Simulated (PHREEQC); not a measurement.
A solution holds 12 mmol/kgw CuCl2, 26 mmol/kgw HCl and 0.115 mmol/kgw Na2SO4, at 25 °C. Closed to the air; pH follows from the charge balance.

Computed with PHREEQC (ion-association model, phreeqc.dat).

Question: The ionic strength comes out as 0.0608 mol/kgw. What activity coefficients do Cl-, CuCl+, HSO4-, Cu+2, SO4-2 get?

Answer: Cl- 0.80, CuCl+ 0.80, HSO4- 0.81, Cu+2 0.46, SO4-2 0.44.

No solid was allowed to form.
